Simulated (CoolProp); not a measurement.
Vapour-liquid equilibrium of CH2F2 (R32) (1) + R227EA (2) at 33.75 °C; x and y are mole fractions of (1).

Model: multi-fluid Helmholtz-energy mixture model, Tillner-Roth 1997 and Lemmon 2016; pair parameters Bell 2016, in CoolProp.

Question: Give the bubble pressure and the first vapour's composition at x = 0.2, 0.275, 0.35. Is there an azeotrope?

Answer: x = 0.2: 0.9049 MPa, y = 0.426; x = 0.275: 1.028 MPa, y = 0.524; x = 0.35: 1.149 MPa, y = 0.603. No azeotrope shows between x = 0.05 and 0.95.

Pair parameters are fitted to limited data, so mixtures are less certain than the pure fluids.
